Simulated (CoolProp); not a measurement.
Vapour-liquid equilibrium of carbon dioxide (1) + dimethyl ether (2) at 221.7 K; x and y are mole fractions of (1).

The numbers come from the multi-fluid Helmholtz-energy mixture model, Span 1996 and Wu 2011; pair parameters Bell 2016 in CoolProp.

| x | bubble pressure (MPa) | y at the bubble point | dew pressure at overall composition x (MPa) | liquid density (mol/L) |
|---|---|---|---|---|
| 0.05 | 0.04604 | 0.440 | 0.02828 | 17.09 |
| 0.125 | 0.07754 | 0.691 | 0.03056 | 17.65 |
| 0.2 | 0.1126 | 0.805 | 0.03322 | 18.23 |
| 0.275 | 0.1512 | 0.868 | 0.03640 | 18.85 |
| 0.35 | 0.1933 | 0.908 | 0.04024 | 19.49 |
| 0.425 | 0.2388 | 0.935 | 0.04498 | 20.16 |
| 0.5 | 0.2872 | 0.953 | 0.05101 | 20.86 |
| 0.575 | 0.3382 | 0.967 | 0.05889 | 21.60 |
| 0.65 | 0.3912 | 0.977 | 0.06969 | 22.37 |
| 0.725 | 0.4454 | 0.984 | 0.08540 | 23.17 |
| 0.8 | 0.5001 | 0.990 | 0.1104 | 24.00 |
| 0.875 | 0.5545 | 0.995 | 0.1569 | 24.87 |
| 0.95 | 0.6080 | 0.998 | 0.2776 | 25.75 |

No azeotrope shows between x = 0.05 and 0.95.

Pair parameters are fitted to limited data, so mixtures are less certain than the pure fluids.
